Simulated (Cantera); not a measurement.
A freely propagating, adiabatic, planar premixed flame of C3H8 : O2 : N2 = 1 : 4.17 : 15.7 (molar parts), equivalence ratio 1.2, unburnt at 700 K and 1.00 atm; unity-Lewis-number transport, grid criteria slope 0.08 and curve 0.16, no radiation.

Model: GRI-Mech 3.0 (53 species, 325 reactions), integrated in Cantera. GRI-Mech 3.0 was tuned for natural gas; its chemistry of propane as a main component is partial and can be far from experiment. Unity Lewis numbers drop preferential diffusion, which matters most where H2 and H carry the flame. Burning velocities carry a grid error of a few per cent, more on coarse grids.

x: mole fraction of selected species; z is measured from the peak of heat release.

```
z (mm)   T (K)  u (m/s)   x C3H8     x O2      x OH     x CH3    x NO2      x CO
-------  -----  -------  -------  -------  --------  --------  -------  --------
-0.904     700     1.33   0.0479    0.200     <1e-8   9.70e-8    <1e-8   2.33e-5
-0.602     704     1.34   0.0477    0.199     <1e-8   1.14e-6  1.11e-8  0.000300
-0.452     716     1.36   0.0471    0.198     <1e-8       ___      ___       ___
-0.301     779     1.49   0.0438    0.189   1.05e-7   2.97e-5  1.56e-7   0.00526
-0.151    1126     2.24   0.0257    0.143   1.20e-5  0.000670  3.57e-7    0.0289
-0.0753   1510     3.12  0.00791   0.0912  0.000371   0.00273  1.56e-7    0.0552
0         1899     4.04      ___      ___       ___       ___      ___    0.0786
0.0753    2053     4.39  1.65e-7   0.0195   0.00851  0.000129    <1e-8    0.0799
0.151     2093     4.47    <1e-8   0.0135    0.0103   5.82e-6    <1e-8    0.0738
0.301     2136     4.55    <1e-8   0.0106    0.0106   1.63e-8    <1e-8    0.0678
0.602     2194     4.65    <1e-8  0.00873    0.0102     <1e-8    <1e-8    0.0651
1.20      2265     4.78    <1e-8  0.00673   0.00921     <1e-8    <1e-8    0.0634
2.41      2337     4.90    <1e-8  0.00456   0.00774     <1e-8  1.11e-8    0.0612
```

Q: What belongs in the gaps?

A: 
- -0.452, x CH3: 4.14e-6
- -0.452, x NO2: 3.75e-8
- -0.452, x CO: 0.00105
- 0, x C3H8: 0.000193
- 0, x O2: 0.0417
- 0, x OH: 0.00360
- 0, x CH3: 0.00163
- 0, x NO2: 1.17e-8
